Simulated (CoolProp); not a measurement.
The fluid at 406.7 K and 4.26 MPa (liquid) is heated at constant pressure to 430.4 K. The same conditions are run with several fluids, on thermodynamics alone (safety and materials aside).

Computed with CoolProp (reference Helmholtz-energy equation of state of each fluid (n-heptane: Span 2003; n-pentane: Thol 2019; R113: Marx 1992; cyclohexane: Zhou 2014; n-undecane: Aleksandrov 2011)).

Question: Rank n-heptane, n-pentane, R113, cyclohexane, n-undecane by heat (kJ/kg), highest first.

Answer: n-pentane (71.4), n-heptane (65.4), n-undecane (63.0), cyclohexane (58.1), R113 (25.1)

```csv
fluid,final density (kg/m³)
n-heptane,565
n-pentane,467
R113,1220
cyclohexane,645
n-undecane,640
```
